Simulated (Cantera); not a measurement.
Premixed flame

A freely propagating, adiabatic, planar premixed flame of CH₄ : O₂ : N₂ = 1 : 2.35 : 8.85 (molar parts), unburnt at 300 K and 1.01 bar; mixture-averaged transport, grid criteria slope 0.08 and curve 0.16, no radiation.

Model: GRI-Mech 3.0 (53 species, 325 reactions), integrated in Cantera. Burning velocities carry a grid error of a few per cent, more on coarse grids.

```csv
z (mm),T (K),u (m/s),x CH₄,x O₂,x C₂H₄,x N₂O,x OH,x C₂H₆
-1.48,300,0.311,0.0819,0.193,<1e-8,<1e-8,<1e-8,<1e-8
-0.984,301,0.313,0.0818,0.192,4.98e-8,<1e-8,<1e-8,8.99e-8
-0.738,307,0.319,0.0813,0.192,4.44e-7,<1e-8,<1e-8,8.95e-7
-0.492,370,0.386,0.0776,0.187,8.46e-6,<1e-8,1.14e-7,2.08e-5
-0.246,799,0.842,0.0540,0.154,0.000122,1.74e-8,1.53e-5,0.000373
-0.123,1213,1.29,0.0296,0.115,0.000254,4.52e-8,0.000164,0.000592
0,1598,1.70,0.00651,0.0709,0.000150,9.42e-8,0.00172,7.06e-5
0.123,1751,1.86,0.000335,0.0479,4.64e-6,1.56e-7,0.00491,1.54e-7
0.246,1806,1.91,8.94e-6,0.0409,3.81e-8,1.94e-7,0.00616,<1e-8
0.492,1874,1.97,1.12e-8,0.0366,<1e-8,2.18e-7,0.00642,<1e-8
0.984,1947,2.04,<1e-8,0.0336,<1e-8,2.45e-7,0.00583,<1e-8
1.97,2009,2.09,<1e-8,0.0313,<1e-8,2.75e-7,0.00466,<1e-8
3.93,2048,2.13,<1e-8,0.0299,<1e-8,2.64e-7,0.00344,<1e-8
```
x: mole fraction of selected species; z is measured from the peak of heat release.

```yaml
laminar_burning_velocity: 31.1 cm/s
thermal_thickness: 0.492 mm
peak x(C₂H₄): 0.000272
peak x(OH): 0.00644
peak x(C₂H₆): 0.000611
grid_points: 145
```
